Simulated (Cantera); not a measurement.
An isothermal, constant-pressure homogeneous reactor starts with 0.682 % H2, 98.9 % O2, 0.406 % H2O, equivalence ratio 0.0034, at 1373 K and 0.0290 bar.

Detailed kinetics in Cantera: the H2/O2 subset of GRI-Mech 3.0, which has no nitrogen chemistry. Radical loss at walls, strong at low pressure, is not modelled.

One state of this run: x H2 = 2.83e-5; x O2 = 0.983; x H2O = 0.0103; x HO2 = 8.20e-7; x H2O2 = 2.22e-8. x: mole fraction; the columns are a selection and need not sum to one.

Task: Which value of t (s) does it belong to?
A) 0.00227
B) 0.00879
C) 0.514
D) 0.000584

Result: B, 0.00879
